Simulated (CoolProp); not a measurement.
Aqueous methanol as a coolant, at -13 °C, 1 atm.

The numbers come from the Melinder's fits for secondary coolants in CoolProp.

```csv
mass %,freezing point (°C),conductivity (W/(m K)),cp (kJ/(kg K)),density (kg/m³),Prandtl number
20.2,-15.3,0.447,4.011,974.5,52.5
27.9,-23.3,0.416,3.809,967.1,59.0
35.7,-32.8,0.386,3.626,958.2,61.2
43.4,-43.7,0.358,3.457,947.4,58.9
51.2,-56.5,0.332,3.278,934.7,53.3
```
